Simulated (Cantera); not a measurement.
A perfectly stirred reactor is fed with C₃H₈ : O₂ : N₂ = 1 : 3.12 : 11.8 (molar parts), equivalence ratio 1.6, at 660000 Pa; it is adiabatic with a 375 K inlet, and is followed from long to short residence time, starting on the burning branch (τ in s: 0.17, 0.088, 0.044, 0.022, 0.011, 0.0056, 0.0028, 0.0014, 0.00071, 0.00036, 0.00018, 9e-05, 4.5e-05).

Computed with Cantera and GRI-Mech 3.0 (53 species, 325 reactions). GRI-Mech 3.0 was tuned for natural gas; its chemistry of propane as a main component is partial and can be far from experiment.

What does this change do: inlet temperature 375 to 498 K?


| quantity | before | after |
|---|---|---|
| blow-out, bracketed by the residence times tried | burning at 0.180 ms, out at 90.0 µs | burning at 90.0 µs, out at 45.0 µs |
| x(C₃H₈) at τ = 0.170 s | 2.69e-7 | 1.51e-7 |
| x(O₂) at τ = 0.170 s | 6.76e-5 | 3.48e-5 |
| x(H₂O) at τ = 0.170 s | 0.133 | 0.132 |
| x(CH₃) at τ = 0.170 s | 4.75e-5 | 3.02e-5 |
| x(HCO) at τ = 0.170 s | 4.97e-8 | 7.37e-8 |
| x(C₃H₈) at τ = 2.80 ms | 1.28e-5 | 7.49e-6 |
| x(O₂) at τ = 2.80 ms | 0.00202 | 0.00125 |
| x(H₂O) at τ = 2.80 ms | 0.143 | 0.141 |
| x(CH₃) at τ = 2.80 ms | 0.000410 | 0.000391 |
| x(HCO) at τ = 2.80 ms | 2.37e-7 | 2.79e-7 |

What does this change do: pressure from 660000 Pa to 25000 Pa?


| quantity | before | after |
|---|---|---|
| blow-out, bracketed by the residence times tried | burning at 0.180 ms, out at 90.0 µs | burning at 0.710 ms, out at 0.360 ms |
| x(C₃H₈) at τ = 0.170 s | 2.69e-7 | 8.39e-7 |
| x(O₂) at τ = 0.170 s | 6.76e-5 | 0.000100 |
| x(H₂O) at τ = 0.170 s | 0.133 | 0.129 |
| x(CH₃) at τ = 0.170 s | 4.75e-5 | 3.98e-5 |
| x(HCO) at τ = 0.170 s | 4.97e-8 | 1.78e-7 |
| x(C₃H₈) at τ = 2.80 ms | 1.28e-5 | 4.16e-5 |
| x(O₂) at τ = 2.80 ms | 0.00202 | 0.00337 |
| x(H₂O) at τ = 2.80 ms | 0.143 | 0.132 |
| x(CH₃) at τ = 2.80 ms | 0.000410 | 0.000770 |
| x(HCO) at τ = 2.80 ms | 2.37e-7 | 5.93e-6 |
